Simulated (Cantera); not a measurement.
Source: NASA polynomial tables (part measured, part estimated), evaluated in Cantera. Values are per mole of reaction as written; species without (g) are pure solids or liquids, kept so even where they would boil at 1 bar.

2 NF3(g) + 3 Pb → 3 PbF2 + 2 N(g)

```json
[
 {"T (K)": "300", "ΔH° (kJ)": "-822.0", "ΔS° (J/K)": "-70.1", "ΔG° (kJ)": "-801.0", "log10 K": "139.46", "condensed phases": "Pb(s), PbF2(s)"},
 {"T (K)": "573", "ΔH° (kJ)": "-805.4", "ΔS° (J/K)": "-30.1", "ΔG° (kJ)": "-788.1", "log10 K": "71.84", "condensed phases": "Pb(s), PbF2(s)"},
 {"T (K)": "673", "ΔH° (kJ)": "-800.1", "ΔS° (J/K)": "-22.4", "ΔG° (kJ)": "-785.0", "log10 K": "60.93", "condensed phases": "Pb(l), PbF2(s)"},
 {"T (K)": "773", "ΔH° (kJ)": "-780.8", "ΔS° (J/K)": "4.4", "ΔG° (kJ)": "-784.2", "log10 K": "52.99", "condensed phases": "Pb(l), PbF2(s)"},
 {"T (K)": "873", "ΔH° (kJ)": "-769.3", "ΔS° (J/K)": "18.6", "ΔG° (kJ)": "-785.5", "log10 K": "47.00", "condensed phases": "Pb(l), PbF2(s)"},
 {"T (K)": "973", "ΔH° (kJ)": "___", "ΔS° (J/K)": "___", "ΔG° (kJ)": "___", "log10 K": "___", "condensed phases": "Pb(l), PbF2(s)"},
 {"T (K)": "1073", "ΔH° (kJ)": "___", "ΔS° (J/K)": "___", "ΔG° (kJ)": "___", "log10 K": "___", "condensed phases": "Pb(l), PbF2(s)"}
]
```

Task: Some entries are withheld; supply them.

Result: 
- 973, ΔH° (kJ): -762.9
- 973, ΔS° (J/K): 25.5
- 973, ΔG° (kJ): -787.7
- 973, log10 K: 42.29
- 1073, ΔH° (kJ): -758.5
- 1073, ΔS° (J/K): 29.9
- 1073, ΔG° (kJ): -790.5
- 1073, log10 K: 38.48
